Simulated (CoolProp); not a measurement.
Decamethylcyclopentasiloxane (D5) along the isobar 0.101 MPa: Z from the reference equation and from simpler models built on Tc = 618.3 K, pc = 1.078 MPa, ω = 0.631; each cubic takes its own stable root.

Model: reference Helmholtz-energy equation of state, Thol 2019, in CoolProp.

```
T (K)   phase  reference
-----  ------  ---------
440    liquid    0.01282
447.1  liquid    0.01275
454.3  liquid    0.01269
461.5  liquid    0.01264
468.7  liquid    0.01259
475.8  liquid    0.01255
483    liquid    0.01252
490.2     gas     0.9132
497.3     gas     0.9182
504.5     gas     0.9229
511.7     gas     0.9273
518.9     gas     0.9313
526       gas     0.9350
```

**Question.** How far does each simpler model (Soave-Redlich-Kwong, Peng-Robinson) lie from the reference over these 13 states: mean and median of the absolute difference, and the worst?

**Answer.** 
- Soave-Redlich-Kwong: mean 8.1 %, median 14.2 %, worst +15.0 % at 483 K and 0.101 MPa
- Peng-Robinson: mean 0.7 %, median 1.1 %, worst +1.6 % at 483 K and 0.101 MPa
